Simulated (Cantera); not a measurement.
Input (Python, Cantera):

```python
import numpy as np
import cantera as ct

gas = ct.Solution("gri30.yaml")
gas.TPX = 1023, 2666, {'H2': 0.099, 'O2': 2.3}
reactor = ct.IdealGasConstPressureReactor(gas, energy="off", clone=False)
net = ct.ReactorNet([reactor])
net.rtol, net.atol = 1e-08, 1e-18
show = ['H2', 'O2', 'O', 'H2O2', 'H', 'HO2', 'OH']
times = np.geomspace(3e-05, 200, 10)

steps = ct.SolutionArray(gas, extra=["t"])
rows = []
print(f"{'t/s':>10s}{'T/K':>9s}{'P/Pa':>11s}" + "".join(f"{s:>11s}" for s in show))
for t in times:
    while net.time < t:
        t_next = net.step()
        steps.append(gas.state, t=t_next)
    rows.append([np.interp(t, steps.t, y) for y in (steps.T, steps.P, *steps(*show).X.T)])
    print(f"{t:10.3e}{rows[-1][0]:9.1f}{rows[-1][1]:11.4g}" + "".join(f"{x:11.3e}" for x in rows[-1][2:]))
rate = np.gradient(steps.T, steps.t)
print("integrator steps:", len(steps.t))
if steps.T.max() > steps.T[0] + 200:
    print(f"time of steepest temperature rise: {steps.t[rate.argmax()]:.4e} s")
gas.TPX = 1023, 2666, {'H2': 0.099, 'O2': 2.3}
gas.equilibrate("TP")
print(f"equilibrium (TP): T = {gas.T:.1f} K  " + "  ".join(f"{s} {gas[s].X[0]:.3e}" for s in show))
```

Output:

```
       t/s      T/K       P/Pa         H2         O2          O       H2O2          H        HO2         OH
 3.000e-05   1023.0       2666  4.127e-02  9.587e-01  9.343e-12  7.143e-16  3.466e-11  4.280e-11  8.323e-12
 1.719e-04   1023.0       2666  4.127e-02  9.587e-01  2.233e-10  2.373e-14  1.823e-10  2.498e-10  1.392e-10
 9.852e-04   1023.0       2666  4.127e-02  9.587e-01  5.280e-08  1.079e-12  2.719e-08  3.117e-09  2.652e-08
 5.646e-03   1023.0       2666  1.162e-03  9.419e-01  1.316e-02  2.639e-07  4.795e-03  1.152e-05  1.673e-03
 3.236e-02   1023.0       2666  4.463e-05  9.567e-01  9.636e-04  1.386e-07  6.114e-05  3.683e-06  2.998e-04
 1.854e-01   1023.0       2666  1.421e-06  9.578e-01  3.562e-05  5.434e-08  4.334e-07  4.363e-07  5.761e-05
 1.063e+00   1023.0       2666  6.539e-08  9.579e-01  2.146e-06  1.141e-08  6.468e-09  3.878e-08  1.429e-05
 6.090e+00   1023.0       2666  5.896e-09  9.579e-01  2.271e-07  2.055e-09  2.221e-10  4.673e-09  4.638e-06
 3.490e+01   1023.0       2666  7.811e-10  9.579e-01  3.204e-08  3.642e-10  1.175e-11  9.303e-10  1.738e-06
 2.000e+02   1023.0       2666  1.277e-10  9.579e-01  5.358e-09  6.762e-11  8.056e-13  7.447e-10  7.101e-07
integrator steps: 1865
equilibrium (TP): T = 1023.0 K  H2 4.535e-11  O2 9.579e-01  O 1.879e-09  H2O2 2.529e-11  H 1.719e-13  HO2 1.092e-09  OH 4.202e-07
```

Computed with Cantera and GRI-Mech 3.0 (53 species, 325 reactions). Radical loss at walls, strong at low pressure, is not modelled. The temperature is held fixed by assumption; the heat of reaction is taken as removed at once.
